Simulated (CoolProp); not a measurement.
Saturation properties of normal hydrogen (Tc = -240.0 °C, pc = 1296 kPa, ω = -0.219).

Values from CoolProp's reference Helmholtz-energy equation of state, Leachman 2009.

```csv
T (°C),p (kPa),vapour density (kg/m³),liquid cp (kJ/(kg K)),surface tension (mN/m)
-247.95,334.8,4.057,13.52,1.09
-247.35,378.5,4.581,14.23,0.994
-246.75,426.2,5.161,15.04,0.896
-246.15,477.9,5.805,15.99,0.800
-245.55,533.8,6.524,17.11,0.705
-244.95,594.2,7.327,18.46,0.611
-244.35,659.3,8.232,20.15,0.520
-243.75,729.2,9.261,22.33,0.431
-243.05,817.4,10.66,25.89,0.331
-242.45,898.8,12.09,30.50,0.251
-241.85,986.0,13.82,38.08,0.176
-241.25,1079,16.05,53.17,0.110
-240.65,1180,19.28,98.57,0.0587
```

It boils at -252.8 °C under 1 atm.

Surface tension comes from a separate correlation (Mulero 2012).
